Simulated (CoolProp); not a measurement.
CF4 (R14) at 296.21 K and 0.349 MPa flows at 0.11 m/s in a round tube of 6 mm bore and 15 µm roughness, fully developed (64/Re and Nu = 3.66 if laminar; Colebrook and Gnielinski if turbulent). Each further row changes one setting.

Values from CoolProp's reference Helmholtz-energy equation of state, Platzer 1990. This equation is an older, rougher fit.

| case | Reynolds number | Darcy friction factor | pressure drop (Pa/m) | heat-transfer coefficient (W/(m² K)) | mass flow (kg/h) |
|---|---|---|---|---|---|
| as stated | [?] | 0.133 | [?] | 9.73 | 0.142 |
| velocity 0.22 m/s | 966 | 0.0663 | 3.38 | 9.73 | 0.283 |
| diameter 12 mm | 966 | 0.0663 | [?] | [?] | [?] |

Question: Some entries are withheld; supply them.

Answer: 
- as stated, Reynolds number: 483
- as stated, pressure drop (Pa/m): 1.69
- diameter 12 mm, pressure drop (Pa/m): 0.422
- diameter 12 mm, heat-transfer coefficient (W/(m² K)): 4.86
- diameter 12 mm, mass flow (kg/h): 0.566

Viscosity comes from a separate model (Huber 2003), an estimate that may be off by 10 % or more. Thermal conductivity comes from a separate model (Huber 2003), an estimate that may be off by 10 % or more.
